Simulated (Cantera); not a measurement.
A perfectly stirred reactor is fed with CH₄ : C₂H₆ : C₃H₈ : O₂ : N₂ = 1 : 0.098 : 0.13 : 3.74 : 14.1 (molar parts), at 0.987 atm; it is adiabatic with a 623 K inlet, and is followed from long to short residence time, starting on the burning branch (τ in s: 0.036, 0.018, 0.0089, 0.0045, 0.0022, 0.0011, 0.00056, 0.00028, 0.00014, 7e-05, 3.5e-05).

Cantera simulation using GRI-Mech 3.0 (53 species, 325 reactions); the numbers are that mechanism's predictions, not measurements.

x: mole fraction; the columns are a selection and need not sum to one.

| τ (s) | T (K) | x CH₄ | x C₂H₆ | x C₃H₈ | x N₂O | x O | x C₂H | x H₂O |
|---|---|---|---|---|---|---|---|---|
| 0.036 | 2209 | 4.02e-6 | 5.89e-8 | [?] | 3.12e-7 | 0.000869 | 3.41e-9 | 0.141 |
| 0.018 | 2196 | 6.97e-6 | 1.12e-7 | [?] | 3.16e-7 | 0.00109 | 5.72e-9 | 0.141 |
| 0.0089 | 2176 | 1.17e-5 | 2.11e-7 | [?] | 3.12e-7 | 0.00145 | 8.91e-9 | 0.139 |
| 0.0045 | 2147 | 1.91e-5 | 3.83e-7 | [?] | 2.97e-7 | 0.00198 | 1.27e-8 | 0.138 |
| 0.0022 | 2107 | 3.20e-5 | 7.05e-7 | [?] | 2.71e-7 | 0.00274 | 1.72e-8 | 0.136 |
| 0.0011 | 2060 | 5.40e-5 | 1.27e-6 | [?] | 2.43e-7 | 0.00364 | 2.22e-8 | 0.133 |
| 0.00056 | 2008 | 9.36e-5 | 2.28e-6 | [?] | 2.18e-7 | 0.00460 | 2.79e-8 | 0.130 |
| 0.00028 | 1949 | 0.000174 | 4.31e-6 | [?] | 1.95e-7 | 0.00550 | 3.62e-8 | 0.127 |
| 0.00014 | 1884 | 0.000354 | 8.79e-6 | [?] | 1.74e-7 | 0.00597 | 5.03e-8 | 0.125 |
| 7.0e-5 | 1804 | 0.000869 | 2.16e-5 | [?] | 1.46e-7 | 0.00526 | 8.13e-8 | 0.122 |
| 3.5e-5 | 623 | 0.0524 | 0.00514 | [?] | <1e-12 | <1e-12 | <1e-12 | <1e-12 |

Q: Complete the blanks.

A: 
- 0.036, x C₃H₈: 8.77e-8
- 0.018, x C₃H₈: 1.63e-7
- 0.0089, x C₃H₈: 2.95e-7
- 0.0045, x C₃H₈: 5.09e-7
- 0.0022, x C₃H₈: 8.88e-7
- 0.0011, x C₃H₈: 1.52e-6
- 0.00056, x C₃H₈: 2.63e-6
- 0.00028, x C₃H₈: 4.83e-6
- 0.00014, x C₃H₈: 9.65e-6
- 7.0e-5, x C₃H₈: 2.34e-5
- 3.5e-5, x C₃H₈: 0.00682
